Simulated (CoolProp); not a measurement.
Vapour-liquid equilibrium of hydrogen sulfide (1) + n-hexane (2) at 170 kPa; x and y are mole fractions of (1).

The numbers come from the multi-fluid Helmholtz-energy mixture model, Lemmon 2006 and Thol 2019; pair parameters Kunz 2012 in CoolProp.

Q: Give the bubble temperature and the first vapour's composition at x = 0.425, 0.8, 0.95. Is there an azeotrope?

A: x = 0.425: 230.4 K, y = 0.998; x = 0.8: 227.0 K, y = 0.999; x = 0.95: 224.7 K, y = 1.000. No azeotrope shows between x = 0.05 and 0.95.

The pair parameters rest on a limited set of measurements; away from them the model extrapolates. With so large a gap from Raoult's law the liquid may split in two, which this calculation doesn't test in full.
